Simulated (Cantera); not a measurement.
What does this Cantera script print?

```python
import numpy as np
import cantera as ct

gas = ct.Solution("gri30.yaml")
gas.TPX = 673, 1100000, {'CH4': 1, 'C2H6': 0.71, 'O2': 4.72, 'N2': 14, 'H2O': 0.71}
inlet = ct.Reservoir(gas, clone=True)
gas.equilibrate("HP")  # start burning
reactor = ct.IdealGasConstPressureReactor(gas, energy="on", clone=False)
exhaust = ct.Reservoir(gas, clone=True)
tau = [0.079, 0.023, 0.007, 0.0021, 0.00062, 0.00018, 5.5e-05, 1.6e-05, 4.9e-06][0]
for a, b in ((inlet, reactor), (reactor, exhaust)):
    ct.MassFlowController(a, b, mdot=lambda t: reactor.mass / tau)
net = ct.ReactorNet([reactor])
show = ['CH4', 'C2H6', 'O2', 'CO2', 'H', 'N2O']

rows = []
print(f"{'tau/s':>10s}{'T/K':>9s}" + "".join(f"{s:>11s}" for s in show))
for tau in [0.079, 0.023, 0.007, 0.0021, 0.00062, 0.00018, 5.5e-05, 1.6e-05, 4.9e-06]:
    net.initial_time = 0.0
    net.advance(30 * tau)
    before = gas.X
    net.advance(40 * tau)
    drift = np.max(np.abs(gas.X - before) / (gas.X + 1e-9))
    rows.append([gas.T, *gas[show].X, drift])
    print(f"{tau:10.3e}{gas.T:9.1f}" + "".join(f"{x:11.3e}" for x in gas[show].X))
```

Result:

```
     tau/s      T/K        CH4       C2H6         O2        CO2          H        N2O
 7.900e-02   2584.4  1.037e-07  6.857e-09  1.481e-02  9.739e-02  7.527e-04  1.059e-06
 2.300e-02   2584.5  3.531e-07  2.347e-08  1.497e-02  9.736e-02  7.581e-04  1.064e-06
 7.000e-03   2584.6  1.134e-06  7.650e-08  1.543e-02  9.723e-02  7.740e-04  1.075e-06
 2.100e-03   2582.8  3.599e-06  2.516e-07  1.639e-02  9.678e-02  8.206e-04  1.085e-06
 6.200e-04   2571.2  1.114e-05  8.452e-07  1.798e-02  9.531e-02  9.538e-04  1.076e-06
 1.800e-04   2534.9  3.261e-05  2.930e-06  2.064e-02  9.147e-02  1.328e-03  1.043e-06
 5.500e-05   2464.6  8.615e-05  9.672e-06  2.492e-02  8.454e-02  2.156e-03  9.714e-07
 1.600e-05   2350.8  2.578e-04  3.463e-05  3.220e-02  7.326e-02  3.561e-03  8.383e-07
 4.900e-06   2136.4  1.565e-03  2.133e-04  5.223e-02  4.801e-02  3.507e-03  5.391e-07
```

Detailed kinetics in Cantera: GRI-Mech 3.0 (53 species, 325 reactions).
